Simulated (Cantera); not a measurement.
Input (Python, Cantera) and output of one run.

```python
import numpy as np
import cantera as ct

gas_names = [...]  # 109 gases of nasa_gas.yaml made of C, Cl, H, Si
cond_names = """
    C(gr) C6H6(L) C7H8(L) C8H18(L),n-octa Si(cr) Si(L) SiC(b)
""".split()


# ... load() reads the species with a 1 bar reference pressure and builds the phases ...
atoms = {
    'SiCl4': {'Si': 1, 'CL': 4},
    'C3H8': {'C': 3, 'H': 8},
    'H2': {'H': 2},
}
top_T = {'C(gr)': 4500, 'SiC(b)': 3050}  # K; cautious upper limits of use, not melting points


# ... equilibrate(T, P, feed) seeds the gas with the atoms and calls Mixture.equilibrate('TP', solver="vcs", rtol=1e-11, max_steps=5000) ...
results = []
feed = {'SiCl4': 1, 'C3H8': 0.94, 'H2': 9.1}  # mol
P = 320  # Pa
for T in [1000, 1150, 1300, 1450, 1600, 1750, 1900, 2050, 2200, 2350, 2500]:
    mix = equilibrate(T, P, feed)
    results.append((T, P, feed, dict(zip(mix.species_names, mix.species_moles))))

top = {s: max(r[3][s] / sum(r[3][g] for g in gas_names) for r in results) for s in gas_names}
cols = sorted((s for s in top if top[s] > 1e-05), key=lambda s: -top[s])[:7]
seen = [c for c in cond_names if any(r[3].get(c, 0) > 1e-12 for r in results)]
print("log10 of partial pressures in bar; condensed amounts in mol")
print(f"{'T/K':>10s}" + "".join(f"{s[:9]:>10s}" for s in cols + seen))
for T, P, feed, n in results:
    ng = sum(n[g] for g in gas_names)
    print(f"{T:10.4g}" + "".join(f"{np.log10(max(n[s] / ng * P / 1e5, 1e-99)):10.3f}" for s in cols)
          + "".join(f"{n.get(c, 0):10.4g}" for c in seen))
```

Output:

```
log10 of partial pressures in bar; condensed amounts in mol
       T/K        H2         H       HCL        CL        Si     SiCL4     SiCL2     C(gr)    SiC(b)
      1000    -2.604    -9.946    -3.184   -10.557   -19.160    -4.268    -6.943     2.073    0.7443
      1150    -2.628    -8.441    -3.079    -8.947   -15.615    -5.217    -6.099     1.856    0.9635
      1300    -2.630    -7.271    -3.069    -7.784   -12.892    -6.255    -5.611     1.836    0.9835
      1450    -2.630    -6.339    -3.071    -6.870   -10.737    -7.117    -5.249     1.848    0.9718
      1600    -2.629    -5.579    -3.077    -6.129    -8.989    -7.828    -4.965     1.871    0.9484
      1750    -2.629    -4.948    -3.086    -5.518    -7.544    -8.433    -4.742     1.903    0.9144
      1900    -2.632    -4.416    -3.102    -5.009    -6.329    -8.967    -4.570     1.942    0.8692
      2050    -2.642    -3.965    -3.130    -4.584    -5.295    -9.461    -4.446     2.001    0.7925
      2200    -2.673    -3.586    -3.183    -4.234    -4.403    -9.962    -4.378     2.203    0.5133
      2350    -2.743    -3.276    -3.253    -3.930    -3.932   -10.707    -4.628      2.47         0
      2500    -2.847    -3.023    -3.356    -3.683    -3.924   -11.854    -5.298     2.229         0
```

Equilibrium computed with Cantera from the NASA thermochemical tables; the gas is ideal and each condensed phase is pure. The tables' values for SiCl, SiCl3 are old estimates; treat these amounts as uncertain. Gases not in the tables: Si2H6 and higher silanes.
